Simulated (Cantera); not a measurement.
Input: 1 mol SiHCl3, 0.018 mol HCl, 51 mol H2, held at 1573 K and 1.33 mbar.

These are equilibrium values from Cantera (NASA tables, ideal gas, pure condensed phases), not measurements of a reactor. Candidate condensed phases: Si; 19 gas species. The tables' values for SiCl, SiCl3 are old estimates; treat these amounts as uncertain. Equilibrium is a limit: real reactors are often held back by kinetics, nucleation or transport.

Base state: H2 0.949, HCl 0.0434, SiCl2 0.00671, H 0.00108, Si 4.12e-5, Cl 3.94e-5, SiCl 2.70e-5, SiCl3 1.74e-5 (mole fractions); condensed: Si(s).

### Question
What changes in the equilibrium state with this change: temperature from 1573 K to 925 K?

### Answer
```
species      before    after
----------  -------  -------
H2            0.949    0.972
HCl          0.0434   0.0169
SiCl4       1.18e-7  0.00839
H           0.00108  7.03e-9
Si          4.12e-5    <1e-9
Si(s), mol    0.639    0.428
```
The tables' values for SiCl3 are old estimates; treat these amounts as uncertain.
